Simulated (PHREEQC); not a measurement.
3.2 g of hydrous ferric oxide (600 m²/g; 0.2 weak and 0.005 strong sites per Fe, Dzombak-Morel constants, diffuse double layer) in 1 kg of water with 0.001 mol/kgw of an inert sodium salt and 0.0012 mol/kgw BaCl2, at 25 °C; the pH is set by adding NaOH or the inert anion's acid. Oxygen alone is held at its pressure in air (log pO2 = -0.68). CO2 from the air is kept out. Nothing may precipitate in this run.

The series has 13 steps of pH, from 3 to 9.

The numbers come from PHREEQC with the ion-association model, wateq4f.dat.

### Question
Near which pH is half of the Ba sorbed, and on which side is more sorbed?

### Answer
Near pH 8.9, with more sorbed at higher pH.

Species that the database lacks are ignored. The oxide is taken as insoluble; below pH 4 it would dissolve.
